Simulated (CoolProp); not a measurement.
Model: reference Helmholtz-energy equation of state, McLinden 2020, in CoolProp.

Task: Give the vapour pressure (kPa), liquid density (kg/m³), vapour Z of saturated R1336mzz(Z) at -45.35, -17.65 °C.

Result: 
```tsv
T (°C)	p (kPa)	liquid density (kg/m³)	vapour Z
-45.35	1.58	1540	0.998
-17.65	9.78	1470	0.990
```
